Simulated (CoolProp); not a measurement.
The fluid at 298.15 K and 0.32 MPa (liquid) is heated at constant pressure to 445.3 K. The same conditions are run with several fluids, on thermodynamics alone (safety and materials aside).

Computed with CoolProp (reference Helmholtz-energy equation of state of each fluid (toluene: Lemmon 2006; n-pentane: Thol 2019; methanol: de Reuck 1993; isohexane: Lemmon 2006; R123: Younglove 1994)).

```json
[
 {"fluid": "toluene", "heat (kJ/kg)": "609", "final density (kg/m³)": "___"},
 {"fluid": "n-pentane", "heat (kJ/kg)": "656", "final density (kg/m³)": "6.50"},
 {"fluid": "methanol", "heat (kJ/kg)": "___", "final density (kg/m³)": "___"},
 {"fluid": "isohexane", "heat (kJ/kg)": "635", "final density (kg/m³)": "___"},
 {"fluid": "R123", "heat (kJ/kg)": "___", "final density (kg/m³)": "13.7"}
]
```

Question: Some entries are withheld; supply them.

Answer: 
- toluene, final density (kg/m³): 8.65
- methanol, heat (kJ/kg): 1400
- methanol, final density (kg/m³): 2.84
- isohexane, final density (kg/m³): 7.89
- R123, heat (kJ/kg): 281
